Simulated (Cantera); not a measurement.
Charge: 1 mol SiC, 0.11 mol CO2, 1.1 mol N2, 0.017 mol N2O, held at 13.3 mbar.

Equilibrium computed with Cantera from the NASA thermochemical tables; the gas is ideal and each condensed phase is pure. Candidate condensed phases: C, Si, SiC, SiO2, Si2N2O, Si3N4; 34 gas species. Mutual solubility and eutectic melting of coexisting phases are not modelled. The tables' values for SiN are old estimates; treat these amounts as uncertain. Kinetics and transport are ignored.

x: gas mole fraction; n: condensed amount in mol.

```tsv
T (K)	x N2	x CO	x SiO	x Si	x Si2C	x SiN	x Si2N	n C(graphite)	n Si2N2O(s)	n Si3N4(s)	n SiC(s)
975	1.00	1.05e-9	<1e-12	<1e-12	<1e-12	<1e-12	<1e-12	1.11	0.237	0.175	0
1075	1.00	4.70e-8	<1e-12	<1e-12	<1e-12	<1e-12	<1e-12	1.11	0.237	0.175	0
1175	1.000	1.09e-6	2.52e-11	<1e-12	<1e-12	<1e-12	<1e-12	1.11	0.237	0.175	0
1275	1.000	1.53e-5	2.71e-9	1.03e-12	<1e-12	<1e-12	<1e-12	1.11	0.237	0.175	0
1375	1.000	…	…	…	<1e-12	3.17e-11	<1e-12	1.11	0.237	0.175	0
1475	0.993	0.00653	1.15e-5	2.85e-9	3.55e-12	4.69e-10	4.51e-12	0.567	0.231	0	0.538
1575	0.846	0.153	0.000556	4.87e-8	1.30e-10	4.90e-9	9.05e-11	0	0.0419	0	0.916
1675	0.844	0.150	…	…	…	9.98e-8	…	0	…	0	0.918
1775	0.825	0.128	0.0469	2.97e-5	2.76e-7	1.49e-6	4.44e-7	0	0	0	0.936
1875	0.825	0.128	0.0468	0.000166	2.59e-6	6.24e-6	2.27e-6	0	0	0	0.936
1975	0.824	0.128	0.0464	0.000777	1.91e-5	2.25e-5	9.70e-6	0	0	0	0.936
2075	0.822	0.129	0.0451	0.00308	0.000114	7.06e-5	3.49e-5	0	0	0	0.934
2175	0.816	0.132	0.0407	0.0103	0.000552	0.000190	0.000101	0	0	0	0.928
```

Task: Complete the blanks.

Result: 
- 1375, x CO: 0.000146
- 1375, x SiO: 1.46e-7
- 1375, x Si: 1.19e-10
- 1675, x SiO: 0.00603
- 1675, x Si: 1.43e-6
- 1675, x Si2C: 7.40e-9
- 1675, x Si2N: 7.89e-9
- 1675, n Si2N2O(s): 0.0372
